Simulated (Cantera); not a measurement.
A closed system holds: 1 mol ZrO₂, 37 mol H₂, equilibrated at 1698.15 K and 4.90 bar.

Method: chemical equilibrium by Gibbs-energy minimisation in Cantera with the NASA 1993 tables (ideal gas, pure condensed phases). Candidate condensed phases: H₂O, Zr, ZrO₂; 12 gas species. Equilibrium is a limit: real reactors are often held back by kinetics, nucleation or transport.

Base state: H₂ 1.000, H 6.54e-5 (mole fractions); condensed: ZrO₂(tetragonal).

What changes in the equilibrium state with this change: ZrO₂ replaced by NiS?


```
species                 before     after
---------------------  -------  --------
H₂                       1.000     0.985
H₂S                          0    0.0148
SH                           0  0.000141
S₂                           0   1.91e-5
H                      6.54e-5   6.49e-5
ZrO₂(tetragonal), mol    1.000         0
Ni(s), mol                   0     0.333
Ni₃S₂(l), mol                0     0.222
```
Metal and sulfide melt together well below either melting point, which pure phases cannot show. Mutual solubility and eutectic melting of coexisting phases are not modelled. Further candidate phases: Ni, NiS, NiS₂, Ni₃S₂, Ni₃S₄, S.
